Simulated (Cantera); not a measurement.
**Stirred combustor or abatement burner**

A perfectly stirred reactor is fed with CH4 : H2 : O2 : N2 = 1 : 0.17 : 3.59 : 13.5 (molar parts), equivalence ratio 0.58, at 170000 Pa; it is adiabatic with a 648 K inlet, and is followed from long to short residence time, starting on the burning branch (τ in s: 0.42, 0.14, 0.044, 0.014, 0.0046, 0.0015, 0.00048, 0.00016, 5.1e-05, 1.6e-05).

Model: GRI-Mech 3.0 (53 species, 325 reactions), integrated in Cantera.

| τ (s) | T (K) | x CH4 | x H2 | x O2 | x H2O2 | x C2H6 |
|---|---|---|---|---|---|---|
| 0.42 | 1913 | 1.50e-6 | 5.67e-5 | 0.0825 | 6.56e-8 | 3.65e-12 |
| 0.14 | 1912 | 3.90e-6 | 7.50e-5 | 0.0825 | 7.33e-8 | 2.25e-11 |
| 0.044 | 1909 | 9.38e-6 | 0.000124 | 0.0825 | 9.35e-8 | 1.07e-10 |
| 0.014 | 1901 | 2.04e-5 | 0.000237 | 0.0826 | 1.34e-7 | 3.59e-10 |
| 0.0046 | 1888 | 4.18e-5 | 0.000465 | 0.0827 | 2.03e-7 | 9.82e-10 |
| 0.0015 | 1862 | 8.71e-5 | 0.000905 | 0.0833 | 3.11e-7 | 2.63e-9 |
| 0.00048 | 1816 | 0.000196 | 0.00169 | 0.0847 | 4.86e-7 | 8.46e-9 |
| 0.00016 | 1740 | 0.000506 | 0.00287 | 0.0883 | 7.79e-7 | 4.30e-8 |
| 5.1e-5 | 648 | 0.0548 | 0.00931 | 0.197 | <1e-12 | <1e-12 |
| 1.6e-5 | 648 | 0.0548 | 0.00931 | 0.197 | <1e-12 | <1e-12 |
x: mole fraction; the columns are a selection and need not sum to one.
